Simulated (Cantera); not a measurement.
# TiCl4 + CH4 (titanium nitride, carbide and oxide coatings)

Input: 1 mol TiCl4, 1.9 mol CH4, equilibrated at 13300 Pa.

Cantera equilibrium calculation (NASA polynomials, part measured and part estimated; ideal gas, pure solids and liquids). Candidate condensed phases: C, C6H6, C7H8, C8H18, Ti, TiC, TiCl2, TiCl3, TiCl4; 96 gas species. The tables' values for TiCl2 are old estimates; treat these amounts as uncertain. TiC: taken at fixed stoichiometry. Rates play no part.

| T (K) | log p HCl | log p H2 | log p TiCl4 | log p TiCl3 | log p TiCl2 | log p Cl | log p H | log p CH4 | n C(graphite) | n TiC(s) |
|---|---|---|---|---|---|---|---|---|---|---|
| 1275 | -1.36 | -1.13 | -1.94 | -2.41 | -6.07 | -7.00 | -6.70 | -4.29 | 1.50 | 0.393 |
| 1325 | -1.31 | -1.15 | -2.02 | -2.35 | -5.75 | -6.60 | -6.36 | -4.47 | 1.46 | 0.441 |
| 1375 | -1.28 | -1.17 | -2.11 | -2.31 | -5.47 | -6.24 | -6.05 | -4.64 | 1.41 | 0.486 |
| 1425 | -1.24 | -1.19 | -2.20 | -2.28 | -5.21 | -5.90 | -5.76 | -4.80 | 1.37 | 0.529 |
| 1475 | -1.22 | -1.21 | -2.30 | -2.26 | -4.97 | -5.59 | -5.49 | -4.95 | 1.33 | 0.569 |
| 1525 | -1.19 | -1.22 | -2.41 | -2.25 | -4.76 | -5.30 | -5.24 | -5.09 | 1.29 | 0.605 |
| 1575 | -1.17 | -1.24 | -2.52 | -2.25 | -4.56 | -5.04 | -5.00 | -5.22 | 1.26 | 0.638 |
| 1625 | -1.16 | -1.25 | -2.63 | -2.26 | -4.39 | -4.79 | -4.78 | -5.34 | 1.23 | 0.668 |
| 1675 | -1.15 | -1.26 | -2.74 | -2.27 | -4.22 | -4.56 | -4.57 | -5.45 | 1.20 | 0.695 |
| 1725 | -1.13 | -1.27 | -2.86 | -2.29 | -4.07 | -4.34 | -4.37 | -5.55 | 1.18 | 0.718 |
| 1775 | -1.13 | -1.28 | -2.97 | -2.31 | -3.94 | -4.14 | -4.18 | -5.64 | 1.16 | 0.739 |
| 1825 | -1.12 | -1.29 | -3.08 | -2.33 | -3.81 | -3.95 | -4.00 | -5.73 | 1.14 | 0.758 |
| 1875 | -1.11 | -1.30 | -3.19 | -2.35 | -3.69 | -3.77 | -3.83 | -5.81 | 1.12 | 0.775 |
| 1925 | -1.11 | -1.30 | -3.30 | -2.38 | -3.58 | -3.60 | -3.67 | -5.89 | 1.11 | 0.789 |
log p: log10 of the partial pressure in bar; n: condensed amount in mol.

From 1275 K to 1925 K the condensed part is C(graphite) + TiC(s). The main Ti-bearing gas is TiCl4 at 1275 K and TiCl3 at 1925 K. The share of Ti in condensed phases is highest at 1925 K (78.9 %) and lowest at 1275 K (39.3 %).
